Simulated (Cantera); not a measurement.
Feed: 1 mol FeS, 4.8 mol SO₃, 0.73 mol O₂, at 1125 K and 10.0 Torr.

These are equilibrium values from Cantera (NASA tables, ideal gas, pure condensed phases), not measurements of a reactor. Candidate condensed phases: Fe, FeO, FeS, FeSO₄, FeS₂, Fe₂O₃, Fe₂(SO₄)₃, Fe₃O₄, S; 12 gas species. Kinetics and transport are ignored.

Base state: SO₂ 0.796, O₂ 0.184, SO₃ 0.0194 (mole fractions); condensed: Fe₂O₃(s).

**Question.** What changes in the equilibrium state with this change: temperature from 1125 K to 773 K?

**Answer.** 
```json
[
 {"species": "SO₂", "before": "0.796", "after": "0.712"},
 {"species": "SO₃", "before": "0.0194", "after": "0.285"},
 {"species": "O₂", "before": "0.184", "after": "0.00360"},
 {"species": "Fe₂O₃(s), mol", "before": "0.500", "after": "0"},
 {"species": "Fe₂(SO₄)₃(s), mol", "before": "0", "after": "0.500"}
]
```
